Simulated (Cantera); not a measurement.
Input: 1 mol Fe2O3, 0.17 mol SO2, 2.1 mol CO2, held at 1123.15 K and 44.0 mbar.

Cantera equilibrium calculation (NASA polynomials, part measured and part estimated; ideal gas, pure solids and liquids). Candidate condensed phases: C, Fe, Fe(CO)5, FeO, FeS, FeSO4, FeS2, Fe2O3, Fe2(SO4)3, Fe3O4, S; 25 gas species. Kinetics and transport are ignored.

Base state: CO2 0.925, SO2 0.0749, CO 1.05e-5 (mole fractions); condensed: Fe2O3(s).

Problem. What changes in the equilibrium state with this change: temperature from 1123.15 K to 1800 K?

Solution. 
| species | before | after |
|---|---|---|
| CO2 | 0.925 | 0.857 |
| O2 | 1.12e-6 | 0.0698 |
| SO2 | 0.0749 | 0.0696 |
| O | <1e-9 | 0.000153 |
| SO | 3.49e-8 | 2.49e-5 |
| Fe2O3(s), mol | 1.00 | 0 |
| Fe3O4(s), mol | 0 | 0.667 |

Problem. What changes in the equilibrium state with this change: temperature from 1123.15 K to 1525 K?

Solution. 
```json
[
 {"species": "CO2", "before": "0.925", "after": "0.862"},
 {"species": "SO2", "before": "0.0749", "after": "0.0696"},
 {"species": "O2", "before": "1.12e-6", "after": "0.0684"},
 {"species": "SO3", "before": "8.31e-6", "after": "0.000126"},
 {"species": "CO", "before": "1.05e-5", "after": "0.000111"},
 {"species": "Fe2O3(s), mol", "before": "1.00", "after": "0"},
 {"species": "Fe3O4(s), mol", "before": "0", "after": "0.667"}
]
```
